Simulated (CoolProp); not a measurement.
Vapour-liquid equilibrium of CF4 (R14) (1) + R13 (2) at -132.65 °C; x and y are mole fractions of (1).

Model: multi-fluid Helmholtz-energy mixture model, Platzer 1990 and Platzer 1990; pair parameters Bell 2016, in CoolProp. This equation is an older, rougher fit; its heat capacities, sound speeds and derivatives of the liquid may be far off and weren't checked against measurements.

```tsv
x	bubble pressure (MPa)	y at the bubble point	dew pressure at overall composition x (MPa)	liquid density (mol/L)
0.05	0.008015	0.761	0.002105	16.43
0.15	0.01820	0.904	0.002349	16.64
0.25	0.02656	0.940	0.002657	16.85
0.35	0.03366	0.957	0.003057	17.06
0.45	0.03993	0.968	0.003598	17.28
0.55	0.04570	0.976	0.004373	17.50
0.65	0.05124	0.982	0.005572	17.72
0.75	0.05682	0.987	0.007675	17.94
0.85	0.06265	0.992	0.01231	18.16
0.95	0.06898	0.997	0.03025	18.38
```

No azeotrope shows between x = 0.05 and 0.95.

The pair parameters rest on a limited set of measurements; away from them the model extrapolates.
